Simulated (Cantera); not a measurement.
Charge: 1 mol B2O3, 3.6 mol O2, 19 mol H2, equilibrated at 873.15 K and 0.100 bar.

Method: chemical equilibrium by Gibbs-energy minimisation in Cantera with the NASA 1993 tables (ideal gas, pure condensed phases). Candidate condensed phases: B, B2O3, B3O3H3, H2O; 23 gas species. Gases not in the tables: H3BO3. Equilibrium is a limit: real reactors are often held back by kinetics, nucleation or transport.

Task: What is the equilibrium state?

Result: 
```json
{
  "x(H2)": "0.622",
  "x(H2O)": "0.374",
  "x((HBO2)3)": "0.00411",
  "x(HBO2)": "2.36e-6",
  "n(B2O3(l))": "0.883 mol",
  "gas_amount": "18.96 mol",
  "log10 activity of B(s) (absent)": "-13.07",
  "log10 activity of B3O3H3(s) (absent)": "-20.64"
}
```
